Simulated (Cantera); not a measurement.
**Low-pressure radical oxidation in H2/O2**

An isothermal, constant-pressure homogeneous reactor starts with H₂ : O₂ = 0.0096 : 1 (molar parts), at 1400 K and 0.00360 bar.

Model: the H2/O2 subset of GRI-Mech 3.0, which has no nitrogen chemistry, integrated in Cantera. Radical loss at walls, strong at low pressure, is not modelled.

```tsv
t (s)	x H₂	x O₂	x H₂O₂	x OH	x H₂O
2.00e-5	0.00951	0.990	<1e-12	1.49e-10	1.06e-12
8.98e-5	0.00951	0.990	<1e-12	2.26e-9	7.71e-11
0.000403	0.00951	0.990	4.44e-12	2.07e-8	3.63e-9
0.00181	0.00951	0.990	8.03e-11	1.96e-7	1.40e-7
0.00814	0.00943	0.990	1.01e-9	4.16e-5	5.34e-5
0.0366	3.62e-5	0.981	2.62e-9	0.00127	0.00871
0.164	3.50e-5	0.982	2.59e-9	0.00125	0.00872
0.737	3.22e-5	0.982	2.52e-9	0.00120	0.00877
3.31	2.27e-5	0.985	2.23e-9	0.00101	0.00893
14.9	7.61e-6	0.988	1.37e-9	0.000586	0.00923
66.8	9.62e-7	0.990	3.94e-10	0.000209	0.00945
300	1.11e-7	0.990	8.25e-11	7.09e-5	0.00952
```
x: mole fraction; the columns are a selection and need not sum to one.

Equilibrium at this temperature and pressure: H₂ 7.26e-8, O₂ 0.990, H₂O₂ 6.36e-11, OH 5.73e-5, H₂O 0.00953 (gas phase only).
